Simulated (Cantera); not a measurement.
Input: 1 mol Si3N4, 0.23 mol H2O, 70 mol H2, equilibrated at 0.0105 Torr.

Equilibrium computed with Cantera from the NASA thermochemical tables; the gas is ideal and each condensed phase is pure. Candidate condensed phases: H2O, Si, SiO2, Si2N2O, Si3N4; 35 gas species. Mutual solubility and eutectic melting of coexisting phases are not modelled. The numbers say what is thermodynamically allowed, not how fast it happens.

Problem. At 1125 K, list the 3 most abundant gas species with their mole fractions, and the condensed phases.

Solution. H2 0.999, N2 0.00109, H 1.19e-5. Condensed: Si2N2O(s) + Si3N4(s).
